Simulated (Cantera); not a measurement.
## Thermodynamics of silicon oxide and oxynitride deposition, feed SiF₄ + O₃ + N₂

A closed system holds: 1 mol SiF₄, 4.2 mol O₃, a varied amount of N₂, at 1975 K and 10.0 mbar.

These are equilibrium values from Cantera (NASA tables, ideal gas, pure condensed phases), not measurements of a reactor. Candidate condensed phases: Si, SiO₂, Si₂N₂O, Si₃N₄; 28 gas species. The tables' values for SiF₃, SiO₂ are old estimates; treat these amounts as uncertain. The tables hold silica as quartz up to 1696 K and as liquid above; real silica turns to tridymite and cristobalite and melts near 1996 K. Equilibrium is a limit: real reactors are often held back by kinetics, nucleation or transport.

At 7.3 mol N₂ the condensed part is SiO₂(condensed). From 29 mol N₂ to 160 mol N₂ nothing is condensed. The main Si-bearing gas is SiF₄ throughout.

```csv
n(N₂) (mol),log p N₂,log p O₂,log p SiF₄,log p NO,n SiO₂(condensed)
7.3,-2.31,-2.37,-3.17,-4.09,0.000248
29,-2.10,-2.77,-3.56,-4.19,0
50,-2.06,-2.97,-3.76,-4.27,0
72,-2.04,-3.12,-3.90,-4.34,0
93,-2.03,-3.22,-4.01,-4.38,0
110,-2.03,-3.29,-4.08,-4.42,0
140,-2.02,-3.39,-4.17,-4.46,0
160,-2.02,-3.45,-4.23,-4.49,0
```
log p: log10 of the partial pressure in bar; n: condensed amount in mol.
